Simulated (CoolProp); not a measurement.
The numbers come from the reference Helmholtz-energy equation of state, Thol 2019 in CoolProp.

Problem. For dodecamethylpentasiloxane (MD3M), give the phase and the cv (kJ/(kg K)), speed of sound (m/s), expansivity (1/kK) at 523.2 K and 1160 kPa; 552.5 K and 136 kPa.

Solution. 
- 523.2 K and 1160 kPa: liquid; cv 1.95, speed of sound 361, expansivity 2.02
- 552.5 K and 136 kPa: gas; cv 1.97, speed of sound 99.3, expansivity 2.70
